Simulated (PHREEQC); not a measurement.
Consider water at 45 °C with 0.0022 mol Cs2SO4 per kg of water. Closed to the air; pH follows from the charge balance.

All values are PHREEQC results (ion-association model, wateq4f.dat), not measurements.

Each row changes one thing in this solution. No solid was allowed to form.

| case | pH | HSO4- (mol/kgw) |
|---|---|---|
| as made | 6.75 | 4.70e-8 |
| diluted 100-fold with water | 6.70 | 6.57e-10 |
| diluted 2-fold with water | 6.73 | ? |
| Cs2SO4 from 0.0022 to 0.00242 mol/kgw | 6.75 | 5.08e-8 |
| temperature from 45 to 40 °C | 6.81 | ? |
| Cs2SO4 from 0.0022 to 0.00022 mol/kgw | 6.71 | 6.10e-9 |
| 3.9e-05 mol/kgw HNO3 added | 4.54 | 7.60e-6 |

Task: Fill in the missing entries.

Result: 
- diluted 2-fold with water, HSO4- (mol/kgw): 2.64e-8
- temperature from 45 to 40 °C, HSO4- (mol/kgw): 3.60e-8

Species that the database lacks are ignored. Constants without temperature data keep their 25 °C values here.
